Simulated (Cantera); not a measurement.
## Premixed flame

A freely propagating, adiabatic, planar premixed flame of 29.6 % H2, 14.8 % O2, 55.6 % N2, equivalence ratio 1.0, unburnt at 600 K and 9.47 atm; mixture-averaged transport, grid criteria slope 0.08 and curve 0.16, no radiation.

Computed with Cantera and the H2/O2 subset of GRI-Mech 3.0, which has no nitrogen chemistry. The hydrogen kinetics of GRI-Mech 3.0 are dated; newer H2 mechanisms differ, most at raised pressure. Burning velocities carry a grid error of a few per cent, more on coarse grids.

| z (mm) | T (K) | u (m/s) | x H2 | x O2 | x O | x H2O | x H | x H2O2 |
|---|---|---|---|---|---|---|---|---|
| -0.0800 | 600 | 6.09 | 0.296 | 0.148 | <1e-8 | <1e-8 | <1e-8 | <1e-8 |
| -0.0533 | 600 | 6.09 | 0.296 | 0.148 | <1e-8 | 2.64e-7 | <1e-8 | <1e-8 |
| -0.0400 | 600 | 6.09 | 0.295 | 0.148 | <1e-8 | 2.00e-6 | <1e-8 | <1e-8 |
| -0.0267 | 602 | 6.09 | 0.293 | 0.149 | 7.00e-8 | 4.01e-5 | <1e-8 | 1.99e-7 |
| -0.0133 | 662 | 6.51 | 0.269 | 0.152 | 9.89e-6 | 0.00356 | 2.71e-5 | 2.80e-5 |
| -0.00667 | 969 | 9.17 | 0.219 | 0.143 | 0.000326 | 0.0368 | 0.00195 | 0.000128 |
| 0 | 1456 | 13.4 | 0.143 | 0.106 | 0.00270 | 0.120 | 0.0121 | 3.54e-5 |
| 0.00667 | 1804 | 16.4 | 0.0812 | 0.0608 | 0.00562 | 0.202 | 0.0217 | 5.83e-6 |
| 0.0133 | 1997 | 18.0 | 0.0530 | 0.0365 | 0.00663 | 0.243 | 0.0228 | 3.85e-6 |
| 0.0267 | 2189 | 19.6 | 0.0382 | 0.0223 | 0.00585 | 0.269 | 0.0171 | 2.51e-6 |
| 0.0533 | 2352 | 20.9 | 0.0308 | 0.0165 | 0.00374 | 0.286 | 0.0101 | 1.77e-6 |
| 0.107 | 2473 | 21.8 | 0.0239 | 0.0126 | 0.00212 | 0.301 | 0.00542 | 1.31e-6 |
| 0.213 | 2552 | 22.3 | 0.0180 | 0.00977 | 0.00123 | 0.312 | 0.00297 | 1.00e-6 |
x: mole fraction of selected species; z is measured from the peak of heat release.

- laminar burning velocity = 609 cm/s
- thermal thickness = 0.0267 mm
- peak x(O) = 0.00666
- peak x(H) = 0.0232
- peak x(H2O2) = 0.000129
- grid points = 105
